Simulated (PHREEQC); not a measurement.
Dissolve 0.013 mol/kgw KHCO3 and 0.026 mol/kgw Al2(SO4)3 at 20 °C. Closed to the air; pH follows from the charge balance.

All values are PHREEQC results (ion-association model, wateq4f.dat), not measurements.

This is a speciation only: nothing precipitates in the calculation.

Q: Estimate the pH, ionic strength.

A: pH 5.47; ionic strength 0.115 mol/kgw.

Q: In which forms is Al present?

A: AlSO4+ 58 %, Al(SO4)2- 18 %, Al+3 8.8 %, AlOH+2 8.6 %, Al(OH)2+ 6.1 % of the Al.

Saturation is exceeded, for instance for Basaluminite, Al(OH)3(a); the values hold only as long as no solid forms. Species that the database lacks are ignored.
